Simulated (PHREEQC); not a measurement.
Make-up at 25 °C: 0.0087 mol HF, 0.00091 mol CsF, 0.001 mol H4SiO4 and 0.00044 mol HCl per kg of water. Closed to the air; pH follows from the charge balance.

Model: ion-association model, wateq4f.dat, run in PHREEQC.

Precipitation was switched off in this run.

Problem. Estimate the pH.

Solution. pH 2.65.

Problem. In which forms is Si present?

Solution. SiF6-2 95 %, H4SiO4 4.6 % of the Si.

SiF6-2 is the database's only silicon fluoride.
